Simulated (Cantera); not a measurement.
# Thermodynamics of silicon nitride deposition, feed trisilylamine + N2 + H2

A closed system holds: 1 mol trisilylamine, 0.45 mol N2, 0.32 mol H2, equilibrated at 42.0 Pa.

Cantera equilibrium calculation (NASA polynomials, part measured and part estimated; ideal gas, pure solids and liquids). Candidate condensed phases: Si, Si3N4; 18 gas species. The feed counts by its element totals alone. Mutual solubility and eutectic melting of coexisting phases are not modelled. The tables' values for SiN are old estimates; treat these amounts as uncertain. Gases not in the tables: Si2H6 and higher silanes. Equilibrium is a limit: real reactors are often held back by kinetics, nucleation or transport.

| T (K) | x H2 | x N2 | x H | x Si | n Si(s) | n Si3N4(s) | n Si(l) |
|---|---|---|---|---|---|---|---|
| 1500 | 0.886 | 0.113 | 0.000809 | 2.51e-5 | 2.50 | 0.168 | 0 |
| 1550 | 0.834 | 0.165 | 0.00140 | 7.91e-5 | 3.00 | 0 | 0 |
| 1600 | 0.833 | 0.164 | 0.00242 | 0.000232 | 3.00 | 0 | 0 |
| 1650 | 0.831 | 0.164 | 0.00404 | 0.000638 | 3.00 | 0 | 0 |
| 1700 | 0.828 | 0.164 | 0.00654 | 0.00162 | 0 | 0 | 2.99 |
| 1750 | 0.823 | 0.163 | 0.0103 | 0.00357 | 0 | 0 | 2.98 |
| 1800 | 0.814 | 0.162 | 0.0158 | 0.00756 | 0 | 0 | 2.95 |
x: gas mole fraction; n: condensed amount in mol.

At 1500 K the condensed part is Si(s) + Si3N4(s). From 1550 K to 1650 K the condensed part is Si(s). From 1700 K to 1800 K the condensed part is Si(l). The main Si-bearing gas is Si throughout.
